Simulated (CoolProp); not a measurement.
Properties of dimethyl carbonate along the isotherm 326.85 °C.

Computed with CoolProp (reference Helmholtz-energy equation of state, Zhou 2011).

```tsv
p (kPa)	phase	density (kg/m³)	Joule-Thomson coefficient (K/MPa)
736	gas	13.86	5.736
1470	gas	28.99	6.097
2210	gas	45.88	6.533
2950	gas	64.90	7.053
3680	gas	86.43	7.655
4420	gas	112.2	8.339
5150	supercritical	143.2	8.999
5890	supercritical	182.7	9.413
6630	supercritical	233.6	9.200
7360	supercritical	295.6	8.157
```
